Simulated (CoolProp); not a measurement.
Octamethylcyclotetrasiloxane (D4) along the isotherm 346.85 °C: fugacity coefficient from the reference equation and from simpler models built on Tc = 313.4 °C, pc = 1.347 MPa, ω = 0.598; each cubic takes its own stable root.

The numbers come from the reference Helmholtz-energy equation of state, Thol 2015 in CoolProp.

```tsv
p (MPa)	phase	reference	Redlich-Kwong	Peng-Robinson
0.259	gas	0.9460	0.9449	0.9418
0.518	gas	(withheld)	0.8910	0.8858
0.777	gas	0.8413	0.8381	0.8317
1.04	gas	0.7897	0.7851	0.7785
1.3	gas	0.7394	0.7329	0.7276
1.55	supercritical	0.6916	0.6821	0.6798
1.81	supercritical	(withheld)	0.6278	0.6314
2.07	supercritical	0.5944	0.5772	0.5858
2.33	supercritical	0.5513	0.5352	0.5455
2.59	supercritical	0.5148	0.5008	(withheld)
2.85	supercritical	0.4842	0.4723	(withheld)
3.11	supercritical	0.4584	0.4484	0.4579
3.37	supercritical	0.4366	0.4282	0.4370
```

Task: What belongs in the gaps?

Result: 
- 0.518, reference: 0.8931
- 1.81, reference: 0.6423
- 2.59, Peng-Robinson: 0.5113
- 2.85, Peng-Robinson: 0.4824
